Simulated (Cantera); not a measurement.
**Diamond growth**

A diamond (100) surface in a fixed gas of H2 with x(CH4) = 0.0043, x(H) = 0.0015, x(CH3) = 0.00017, at 1250 K; coverages are run to steady state.

Detailed kinetics in Cantera: the Harris–Goodwin 1993 mechanism for the reconstructed diamond (100) surface.

```csv
P (Pa),growth (µm/h),θ c6HH,θ c6H*,θ c6*H,θ c6**,θ c6HM
410,0.0456,0.430,0.0426,0.497,0.0290,7.72e-5
660,0.0832,0.430,0.0426,0.497,0.0289,0.000128
1100,0.155,0.430,0.0426,0.497,0.0289,0.000217
1700,0.264,0.430,0.0426,0.497,0.0288,0.000337
2800,0.493,0.430,0.0426,0.496,0.0288,0.000555
4600,0.944,0.430,0.0426,0.496,0.0288,0.000902
7400,1.82,0.429,0.0425,0.496,0.0287,0.00142
12000,3.70,0.429,0.0425,0.495,0.0287,0.00221
```
θ: site fractions in the mechanism's names (c6HH fully hydrogenated, c6H* and c6*H radical sites, c6** diradical, c6HM methylated).
